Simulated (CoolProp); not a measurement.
Hexamethyldisiloxane (MM) at 359 K and 0.0329 MPa is throttled through a valve to 0.00572 MPa with no heat exchange. Each further row changes one setting.

Computed with CoolProp (reference Helmholtz-energy equation of state, Thol 2016).

| case | temperature change (K) | final density (kg/m³) |
|---|---|---|
| as stated | [?] | 0.313 |
| outlet pressure 0.00172 MPa | [?] | [?] |
| outlet pressure 0.00744 MPa | [?] | 0.408 |

Problem. What belongs in the gaps?

Solution. 
- as stated, temperature change (K): -0.8
- outlet pressure 0.00172 MPa, temperature change (K): -0.9
- outlet pressure 0.00172 MPa, final density (kg/m³): 0.0939
- outlet pressure 0.00744 MPa, temperature change (K): -0.7
